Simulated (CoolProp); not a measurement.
Vapour-liquid equilibrium of n-hexane (1) + n-decane (2) at 471.7 K; x and y are mole fractions of (1).

The numbers come from the multi-fluid Helmholtz-energy mixture model, Thol 2019 and Lemmon 2006; pair parameters Kunz 2012 in CoolProp.

```json
[
 {"x": "0.05", "bubble pressure (kPa)": "237.9", "y at the bubble point": "0.253", "dew pressure at overall composition x (kPa)": "190.5", "liquid density (mol/L)": "4.137"},
 {"x": "0.2", "bubble pressure (kPa)": "___", "y at the bubble point": "0.610", "dew pressure at overall composition x (kPa)": "223.5", "liquid density (mol/L)": "4.310"},
 {"x": "0.35", "bubble pressure (kPa)": "616.8", "y at the bubble point": "0.765", "dew pressure at overall composition x (kPa)": "269.8", "liquid density (mol/L)": "4.493"},
 {"x": "0.5", "bubble pressure (kPa)": "835.1", "y at the bubble point": "0.852", "dew pressure at overall composition x (kPa)": "___", "liquid density (mol/L)": "4.679"},
 {"x": "0.65", "bubble pressure (kPa)": "1076", "y at the bubble point": "0.909", "dew pressure at overall composition x (kPa)": "456.3", "liquid density (mol/L)": "4.862"},
 {"x": "0.8", "bubble pressure (kPa)": "___", "y at the bubble point": "0.952", "dew pressure at overall composition x (kPa)": "689.8", "liquid density (mol/L)": "5.019"},
 {"x": "0.95", "bubble pressure (kPa)": "___", "y at the bubble point": "0.988", "dew pressure at overall composition x (kPa)": "___", "liquid density (mol/L)": "5.100"}
]
```

### Question
What belongs in the gaps?

### Answer

- 0.2, bubble pressure (kPa): 418.3
- 0.5, dew pressure at overall composition x (kPa): 339.6
- 0.8, bubble pressure (kPa): 1343
- 0.95, bubble pressure (kPa): 1649
- 0.95, dew pressure at overall composition x (kPa): 1330

No azeotrope shows between x = 0.05 and 0.95.

The pair parameters rest on a limited set of measurements; away from them the model extrapolates.
